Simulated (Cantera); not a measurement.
Gas mixture: 100 % NO, at 63.0 Torr, frozen composition.

Cantera's kinetic-theory transport with the Lennard-Jones parameters of GRI-Mech 3.0, ideal gas; thermal conductivity in the mixture-averaged form. The composition is frozen, though it would react at the higher temperatures.

One state of this run: ρ (kg/m³) = 0.0141; cp (J/kg/K) = 1231; μ (µPa s) = 70.5; λ (mW/m/K) = 123; Pr = 0.706; D (cm²/s) NH3 = 85.3; D (cm²/s) OH = 104; D (cm²/s) H2O = 91.1. D: mixture-averaged diffusion coefficient of that species in the mixture.

### Question
Which value of T (K) does it belong to?
A. 1150
B. 2400
C. 2150
D. 1400

### Answer
C, 2150
